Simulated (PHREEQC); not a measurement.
Dissolve 0.0062 mol CdSO4 and 0.22 mol H2SO4 per kg of water at 90 °C. Closed to the air; pH follows from the charge balance.

Equilibrium calculation in PHREEQC: ion-association model, phreeqc.dat.

No solid was allowed to form.

Problem. Order these Cd species by the share of Cd that they hold, largest first: CdSO4, Cd(SO4)2-2, Cd+2.

Solution. Cd+2 (86 %), CdSO4 (14 %), Cd(SO4)2-2 (0.78 %)

The pH is 0.77 and the ionic strength 0.245 mol/kgw. Away from 25 °C the constants follow the database's enthalpies or fits; those with neither stay at their 25 °C values.
